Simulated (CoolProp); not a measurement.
Vapour-liquid equilibrium of acetone (1) + n-decane (2) at 344.3 K; x and y are mole fractions of (1).

Values from CoolProp's multi-fluid Helmholtz-energy mixture model, Lemmon 2006 and Lemmon 2006; pair parameters Bell 2016.

### Question
Give the bubble pressure and the first vapour's composition at x = 0.5, 0.65, 0.95. Is there an azeotrope?

### Answer
x = 0.5: 0.1193 MPa, y = 0.984; x = 0.65: 0.1295 MPa, y = 0.986; x = 0.95: 0.1576 MPa, y = 0.997. No azeotrope shows between x = 0.05 and 0.95.

The pair parameters rest on a limited set of measurements; away from them the model extrapolates. With so large a gap from Raoult's law the liquid may split in two, which this calculation doesn't test in full.
